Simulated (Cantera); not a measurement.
A freely propagating, adiabatic, planar premixed flame of H2 : O2 : N2 = 1 : 0.417 : 1.62 (molar parts), equivalence ratio 1.2, unburnt at 575 K and 2.20 bar; mixture-averaged transport, grid criteria slope 0.08 and curve 0.16, no radiation.

Computed with Cantera and the H2/O2 subset of GRI-Mech 3.0, which has no nitrogen chemistry. The hydrogen kinetics of GRI-Mech 3.0 are dated; newer H2 mechanisms differ, most at raised pressure. Burning velocities carry a grid error of a few per cent, more on coarse grids.

Question: How do the results move with these cheaper or finer settings: unity-Lewis-number transport; multicomponent transport; multicomponent+Soret transport; grid criteria slope 0.5, curve 1; grid criteria slope 0.25, curve 0.5; grid criteria slope 0.03, curve 0.06?

Answer: 
```tsv
setting	laminar burning velocity	thermal thickness	peak x(H)	peak x(HO2)	grid points
as above	770 cm/s	0.166 mm	0.0586	0.000547	123
unity-Lewis-number transport	506 cm/s	0.134 mm	0.0641	0.000411	114
multicomponent transport	756 cm/s	0.165 mm	0.0584	0.000548	123
multicomponent+Soret transport	716 cm/s	0.162 mm	0.0567	0.000551	123
grid criteria slope 0.5, curve 1	909 cm/s	0.223 mm	0.0583	0.000508	40
grid criteria slope 0.25, curve 0.5	810 cm/s	0.182 mm	0.0587	0.000530	56
grid criteria slope 0.03, curve 0.06	763 cm/s	0.161 mm	0.0584	0.000554	281
```
Unity Lewis numbers drop preferential diffusion, which matters most where H2 and H carry the flame; Soret adds thermal diffusion.
